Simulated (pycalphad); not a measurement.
Computed with pycalphad from the COST 507 light-alloy database (1999), at 1 atm. The data set is of 1999 and partly superseded. Phase fractions are per mole of atoms.

Task: Give the equilibrium state of Al-0.47Si-0.42Fe (at.%) at 570 K.

Result: FCC_A1, fraction 0.972, with 0.05 Si, <0.01 Fe at.%; ALFESI_BETA, fraction 0.028, with 15.0 Si, 15.0 Fe at.%.

Task: Give the equilibrium state of Al-0.47Si-0.42Fe (at.%) at 850 K.

Result: 
```
T = 850.00 K, P = 101325 Pa, N = 1 mol of atoms
G = -33434 J/mol, H = 15012 J/mol, S = 56.99 J/(mol K)  (SER reference)
chemical potentials (J/mol): Al -32993, Si -34735, Fe -136003
phase             fraction      x(Al)      x(Si)      x(Fe)
FCC_A1              0.9783     0.9968     0.0031   8.62e-05
ALFESI_ALPHA        0.0217     0.7332     0.0768     0.1900
```

Database names, with the compositions (at.%) that they take in these runs: ALFESI_ALPHA: Al 72-74 Fe 19 Si 7-9; ALFESI_BETA: Al 70 Si 15 Fe 15. FCC_A1 is fcc.
